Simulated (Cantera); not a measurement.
Source: NASA polynomial tables (part measured, part estimated), evaluated in Cantera. Values are per mole of reaction as written; species without (g) are pure solids or liquids, kept so even where they would boil at 1 bar.

S + 2 SO₃(g) = 3 SO₂(g), with ΔH° = -99.0 kJ and ΔS° = 199.0 J/K at 300 K.

How far is the shortcut ΔG° ≈ ΔH°(300 K) − T·ΔS°(300 K) from the full temperature-dependent value at 948, 973, 998, 1023, 1048 K?


| T (K) | shortcut (kJ) | full (kJ) | difference (kJ) | difference in log10 K | condensed phases |
|---|---|---|---|---|---|
| 948 | -287.6 | -276.8 | -10.8 | 0.60 | S(l) |
| 973 | -292.6 | -281.1 | -11.5 | 0.62 | S(l) |
| 998 | -297.6 | -285.4 | -12.2 | 0.64 | S(l) |
| 1023 | -302.6 | -289.6 | -12.9 | 0.66 | S(l) |
| 1048 | -307.5 | -293.9 | -13.7 | 0.68 | S(l) |
The shortcut ignores heat capacities and the phase changes listed.
